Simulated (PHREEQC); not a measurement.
Solution (25 °C): 0.032 mol/kgw HF, 0.0023 mol/kgw (CH3)4NF, 0.0019 mol/kgw (NH4)2SiF6 and 0.25 mol/kgw H2SO4. Closed to the air; pH follows from the charge balance.

The numbers come from PHREEQC with the ion-association model, wateq4f.dat.

| Property | Result |
|---|---|
| pH | 0.66 |
| ionic strength | 0.315 mol/kgw |
| activity of water | 0.990 |
| total alkalinity | -540 meq/kg |

```tsv
species	molality	activity	log γ
H+	0.278	0.217	-0.108
HSO4-	0.220	0.153	-0.156
SO4-2	0.0296	0.00728	-0.608
HF	0.0293	0.0315	0.031
NH4+	0.00346	0.00254	-0.135
H2F2	0.00241	0.00259	0.031
(CH3)4N+	0.00230	0.00157	-0.165
SiF6-2	0.00190	0.000482	-0.596
NH4SO4-	0.000336	0.000238	-0.149
```

No solid was allowed to form. (CH3)4N+ isn't in the database: it is added as a free cation with an ion size of 4 Å. wateq4f.dat counts part of the HF as a dimer, H2F2, which phreeqc.dat doesn't know; its constant is uncertain. SiF6-2 is the database's only silicon fluoride.
